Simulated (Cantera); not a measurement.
Metals in furnace atmospheres: Ni + H2S + N2

Charge: 1 mol Ni, a varied amount of H2S, 2.9 mol N2, held at 452 °C and 3900 Pa.

Cantera equilibrium calculation (NASA polynomials, part measured and part estimated; ideal gas, pure solids and liquids). Candidate condensed phases: Ni, NiS, NiS2, Ni3S2, Ni3S4, S; 17 gas species. Rates play no part.

```tsv
n(H2S) (mol)	x N2	x H2	x H2S	x NH3	x S2	x SH	n Ni(s)	n Ni3S2(s)
0.077	0.974	0.0259	4.51e-6	1.10e-6	<1e-12	<1e-12	0.885	0.0385
0.1	0.967	0.0333	5.81e-6	1.60e-6	<1e-12	<1e-12	0.850	0.0500
0.13	0.957	0.0429	7.48e-6	2.32e-6	<1e-12	<1e-12	0.805	0.0650
0.17	0.945	0.0554	9.66e-6	3.38e-6	<1e-12	<1e-12	0.745	0.0850
0.23	0.927	0.0735	1.28e-5	5.12e-6	<1e-12	<1e-12	0.655	0.115
0.3	0.906	0.0937	1.63e-5	7.30e-6	<1e-12	<1e-12	0.550	0.150
0.39	0.881	0.119	2.07e-5	1.02e-5	<1e-12	1.03e-12	0.415	0.195
0.51	0.850	0.150	2.61e-5	1.42e-5	<1e-12	1.16e-12	0.235	0.255
0.66	0.815	0.185	3.23e-5	1.92e-5	<1e-12	1.29e-12	0.0102	0.330
0.87	0.769	0.177	0.0539	1.74e-5	3.75e-8	2.21e-9	0	0.333
```
x: gas mole fraction; n: condensed amount in mol.

From 0.077 mol H2S to 0.66 mol H2S the condensed part is Ni(s) + Ni3S2(s). At 0.87 mol H2S the condensed part is Ni3S2(s).
